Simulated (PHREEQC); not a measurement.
## Buffer: an equilibrium model

Dissolve 0.051 mol KHCO3 and 0.016 mol Na2SO4 per kg of water at 72 °C. Closed to the air; pH follows from the charge balance.

Equilibrium calculation in PHREEQC: ion-association model, phreeqc.dat.

Precipitation was switched off in this run.

Problem. Predict the pH, ionic strength, specific conductance.

Solution. pH 7.79; ionic strength 0.0909 mol/kgw; specific conductance 16800 µS/cm.

Problem. In which forms is C present?

Solution. HCO3- 94 %, CO2 2.4 %, NaCO3- 1.5 %, CO3-2 0.9 %, NaHCO3 0.7 % of the C.

At this temperature some constants are extrapolated from 25 °C, and those without enthalpy data are left unchanged.
